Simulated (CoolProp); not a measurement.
Model: reference Helmholtz-energy equation of state, Thol 2014, in CoolProp.

Q: Give the vapour pressure (MPa), liquid density (kg/m³), vapour density (kg/m³), enthalpy of vaporisation (kJ/kg) of saturated diethyl ether at 370.5 K.

A: 
```tsv
T (K)	p (MPa)	liquid density (kg/m³)	vapour density (kg/m³)	enthalpy of vaporisation (kJ/kg)
370.5	0.616	613	17.5	294
```
